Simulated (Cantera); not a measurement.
Cantera run, input and output.

```python
import numpy as np
import cantera as ct

surf = ct.Interface("diamond.yaml", "diamond_100")
gas, bulk = surf.adjacent["gas"], surf.adjacent["diamond"]
k = surf.kinetics_species_index(bulk.species_names[0])
cover = ["c6HH", "c6H*", "c6*H", "c6**", "c6HM", "c6B"]

rows, drift = [], 0.0
print(f"{'P':>10s}{'um/h':>11s}" + "".join(f"{s:>11s}" for s in cover))
for v in [880, 1500, 2600, 4400, 7400, 13000, 22000, 37000]:
    T, P, xH, xCH3 = 1050, v, 0.0044, 3.2e-05
    gas.TPX = T, P, {"H": xH, "CH3": xCH3, "CH4": 0.0031, "H2": 1 - xH - xCH3 - 0.0031}
    surf.TP = bulk.TP = T, P
    surf.coverages = "c6H*:0.1, c6HH:0.9"
    surf.advance_coverages(100.0)
    before = surf.coverages
    surf.advance_coverages(100.0)
    drift = max(drift, np.max(np.abs(surf.coverages - before) / (surf.coverages + 1e-9)))
    rate = surf.net_production_rates[k] * bulk.mean_molecular_weight / bulk.density * 3.6e9
    rows.append([rate, *surf[cover].coverages])
    print(f"{v:10.4g}{rate:11.4e}" + "".join(f"{x:11.3e}" for x in rows[-1][1:]))
```

It prints:

```
         P       um/h       c6HH       c6H*       c6*H       c6**       c6HM        c6B
       880 1.0414e-01  5.524e-01  2.284e-02  4.089e-01  1.335e-02  1.782e-03  2.826e-10
      1500 2.1525e-01  5.521e-01  2.283e-02  4.086e-01  1.334e-02  2.183e-03  5.841e-10
      2600 4.2874e-01  5.518e-01  2.283e-02  4.084e-01  1.333e-02  2.524e-03  1.163e-09
      4400 7.9214e-01  5.516e-01  2.284e-02  4.082e-01  1.333e-02  2.765e-03  2.150e-09
      7400 1.4085e+00  5.515e-01  2.286e-02  4.081e-01  1.333e-02  2.929e-03  3.822e-09
   1.3e+04 2.5679e+00  5.514e-01  2.291e-02  4.080e-01  1.334e-02  3.044e-03  6.968e-09
   2.2e+04 4.4382e+00  5.513e-01  2.300e-02  4.078e-01  1.335e-02  3.110e-03  1.204e-08
   3.7e+04 7.5626e+00  5.513e-01  2.313e-02  4.077e-01  1.337e-02  3.152e-03  2.052e-08
```

Cantera simulation using the Harris–Goodwin 1993 mechanism for the reconstructed diamond (100) surface; the numbers are that mechanism's predictions, not measurements.
